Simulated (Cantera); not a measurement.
An adiabatic, constant-volume homogeneous reactor starts with 5.71 % CH₄, 1.09 % CO, 12.6 % O₂, 80.6 % N₂, equivalence ratio 0.95, at 1625 K and 10.0 bar.

Detailed kinetics in Cantera: GRI-Mech 3.0 (53 species, 325 reactions).

Predict: time of steepest temperature rise; temperature at 2.00 s; equilibrium temperature; x(CO) at 2.00 s; x(O₂) at 2.00 s; x(N₂O) at 2.00 s; x(H₂O₂) at 2.00 s.


- time of steepest temperature rise: 91.2 µs
- temperature at 2.00 s: 2862 K
- equilibrium temperature: 2862 K
- x(CO) at 2.00 s: 0.0201 (gas-phase equilibrium 0.0201)
- x(O₂) at 2.00 s: 0.0120 (gas-phase equilibrium 0.0120)
- x(N₂O) at 2.00 s: 2.29e-6 (gas-phase equilibrium 2.29e-6)
- x(H₂O₂) at 2.00 s: 6.52e-7 (gas-phase equilibrium 6.52e-7)
